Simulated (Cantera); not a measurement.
Input: 1 mol SiC, 0.033 mol CO2, 12 mol H2, at 100000 Pa.

Equilibrium computed with Cantera from the NASA thermochemical tables; the gas is ideal and each condensed phase is pure. Candidate condensed phases: C, C6H6, C7H8, C8H18, H2O, Si, SiC, SiO2; 123 gas species. Mutual solubility and eutectic melting of coexisting phases are not modelled. The tables hold silica as quartz up to 1696 K and as liquid above; real silica turns to tridymite and cristobalite and melts near 1996 K. Equilibrium is a limit: real reactors are often held back by kinetics, nucleation or transport. All values below are at 1448 K.

Base state: H2 0.996, CO 0.00271, CH4 0.00143, SiO 2.27e-5, H2O 1.58e-5 (mole fractions); condensed: SiC(s) + SiO2(β-quartz).

Problem. What changes in the equilibrium state with this change: 1.8 mol NH3 added?

Solution. 
```tsv
species	before	after
H2	0.996	0.961
N2	0	0.0362
CH4	0.00143	0.00308
CO	0.00271	1.15e-5
SiO	2.27e-5	1.79e-8
HCN	0	0.000135
NH3	0	1.30e-5
H2O	1.58e-5	2.79e-8
SiC(s), mol	0.983	0.443
SiO2(β-quartz), mol	0.0165	0
C(graphite), mol	0	0.540
Si2N2O(s), mol	0	0.0658
Si3N4(s), mol	0	0.142
```
Further candidate phases: Si2N2O, Si3N4.
